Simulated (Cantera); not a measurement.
# Thermodynamics of fluorocarbon and chlorocarbon gases, feed CH3Cl + F2 + H2

Feed: 1 mol CH3Cl, 0.53 mol F2, 1.6 mol H2, at 2.20e-5 bar.

Cantera equilibrium calculation (NASA polynomials, part measured and part estimated; ideal gas, pure solids and liquids). Candidate condensed phases: C, C6H6, C7H8, C8H18; 118 gas species. Equilibrium is a limit: real reactors are often held back by kinetics, nucleation or transport.

```
T (K)    x H    x H2   x HF    x Cl    x HCl  n C(graphite)
-----  -----  ------  -----  ------  -------  -------------
2075   0.307   0.292  0.206  0.0851    0.110          0.996
2125   0.380   0.240  0.195  0.0988   0.0853          0.995
2175   0.452   0.189  0.184   0.111   0.0633          0.993
2225   0.519   0.141  0.174   0.120   0.0449          0.990
2275   0.575   0.101  0.165   0.126   0.0307          0.983
2325   0.618  0.0693  0.158   0.130   0.0204          0.964
2375   0.648  0.0464  0.152   0.133   0.0133          0.921
2425   0.666  0.0305  0.145   0.134  0.00859          0.821
```
x: gas mole fraction; n: condensed amount in mol.

From 2075 K to 2425 K the condensed part is C(graphite). The main C-bearing gas is C2H2 (acetylene) at 2075 K and C3 at 2425 K. The share of C in condensed phases is highest at 2075 K (99.6 %) and lowest at 2425 K (82.1 %).
